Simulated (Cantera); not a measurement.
Charge: 1 mol SiH2Cl2, 160 mol N2, equilibrated at 1648.15 K and 3.80 mbar.

Method: chemical equilibrium by Gibbs-energy minimisation in Cantera with the NASA 1993 tables (ideal gas, pure condensed phases). Candidate condensed phases: NH4Cl, Si, Si3N4; 28 gas species. The tables' values for SiCl, SiCl3 are old estimates; treat these amounts as uncertain. Rates play no part.

Base state: N2 0.988, H2 0.00417, SiCl2 0.00415, HCl 0.00392, H 9.34e-5, Cl 6.89e-5, Si 2.15e-5, SiCl 1.87e-5 (mole fractions); condensed: Si3N4(s).

**Question.** What changes in the equilibrium state with this change: SiH2Cl2 replaced by Si2Cl6?

**Answer.** 
```json
[
 {"species": "N2", "before": "0.988", "after": "0.982"},
 {"species": "SiCl2", "before": "0.00415", "after": "0.00777"},
 {"species": "Cl", "before": "6.89e-5", "after": "0.00585"},
 {"species": "H2", "before": "0.00417", "after": "0"},
 {"species": "HCl", "before": "0.00392", "after": "0"},
 {"species": "H", "before": "9.34e-5", "after": "0"},
 {"species": "SiCl4", "before": "1.41e-7", "after": "0.00191"},
 {"species": "Si", "before": "2.15e-5", "after": "5.59e-9"},
 {"species": "SiCl3", "before": "1.63e-5", "after": "0.00259"},
 {"species": "Si3N4(s), mol", "before": "0.106", "after": "0"}
]
```
The feed counts by its element totals alone. The tables' values for SiCl3 are old estimates; treat these amounts as uncertain.

**Question.** What changes in the equilibrium state with this change: SiH2Cl2 replaced by SiHCl3?

**Answer.** 
```
species         before     after
-------------  -------  --------
N2               0.988     0.988
SiCl2          0.00415   0.00602
HCl            0.00392   0.00563
H2             0.00417  0.000259
Si             2.15e-5   9.41e-7
SiCl3          1.63e-5  0.000136
Cl             6.89e-5  0.000397
H              9.34e-5   2.33e-5
Si3N4(s), mol    0.106         0
```
The tables' values for SiCl3 are old estimates; treat these amounts as uncertain.
